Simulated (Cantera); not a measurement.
# Premixed flame

A freely propagating, adiabatic, planar premixed flame of H₂ : O₂ : N₂ : H₂O = 1 : 0.909 : 3.42 : 0.061 (molar parts), equivalence ratio 0.55, unburnt at 573 K and 370000 Pa; mixture-averaged transport, grid criteria slope 0.08 and curve 0.16, no radiation.

Model: the H2/O2 subset of GRI-Mech 3.0, which has no nitrogen chemistry, integrated in Cantera. The hydrogen kinetics of GRI-Mech 3.0 are dated; newer H2 mechanisms differ, most at raised pressure. Burning velocities carry a grid error of a few per cent, more on coarse grids. Lean hydrogen flames are cellular in practice and burn faster than this planar one.

```
z (mm)   T (K)  u (m/s)      x H₂    x O₂      x OH   x H₂O     x HO₂       x H
-------  -----  -------  --------  ------  --------  ------  --------  --------
-0.281     573     1.78     0.184   0.169     <1e-8  0.0114   9.38e-8     <1e-8
-0.187     574     1.77     0.180   0.170     <1e-8  0.0115   6.73e-7     <1e-8
-0.140     577     1.77     0.174   0.171     <1e-8  0.0118   4.47e-6     <1e-8
-0.0935    592     1.79     0.159   0.174   1.00e-8  0.0137   3.55e-5     <1e-8
-0.0468    748     2.17     0.115   0.173   4.91e-5  0.0348  0.000540   4.08e-5
-0.0234   1026     2.93    0.0785   0.157  0.000574  0.0754  0.000534  0.000824
0         1342     3.80    0.0422   0.129   0.00225   0.129  0.000306   0.00309
0.0234    1560     4.41    0.0189   0.106   0.00487   0.168  0.000180   0.00414
0.0468    1683     4.76   0.00907  0.0943   0.00647   0.186  0.000116   0.00334
0.0935    1798     5.07   0.00357  0.0886   0.00657   0.198   5.90e-5   0.00149
0.187     1865     5.25   0.00131  0.0877   0.00467   0.205   2.31e-5  0.000353
0.374     1893     5.32  0.000386  0.0879   0.00270   0.207   7.52e-6   5.62e-5
0.748     1902     5.34  0.000119  0.0882   0.00157   0.208   3.05e-6   1.03e-5
```
x: mole fraction of selected species; z is measured from the peak of heat release.

```json
{
  "laminar_burning_velocity": "178 cm/s",
  "thermal_thickness": "0.0935 mm",
  "peak x(OH)": "0.00685",
  "peak x(HO₂)": "0.000634",
  "peak x(H)": "0.00415",
  "grid_points": "108"
}
```
